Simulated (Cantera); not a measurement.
A closed system holds: 1 mol Ti(OiPr)4, 3.2 mol O2, at 1425 K and 1.30 mbar.

These are equilibrium values from Cantera (NASA tables, ideal gas, pure condensed phases), not measurements of a reactor. Candidate condensed phases: C, C6H6, C7H8, C8H18, H2O, Ti, TiC, TiO, TiO2, Ti2O3, Ti3O5, Ti4O7; 113 gas species. The feed counts by its element totals alone. TiC: taken at fixed stoichiometry. Kinetics and transport are ignored.

Base state: H2 0.574, CO 0.426, H 0.000143 (mole fractions); condensed: C(graphite) + TiC(s).

Task: What changes in the equilibrium state with this change: temperature from 1425 K to 1748.15 K?

Result: 
```tsv
species	before	after
H2	0.574	0.570
CO	0.426	0.425
H	0.000143	0.00479
C2H2 (acetylene)	2.02e-6	6.44e-5
C(graphite), mol	0.600	0.597
TiC(s), mol	1.00	1.00
```
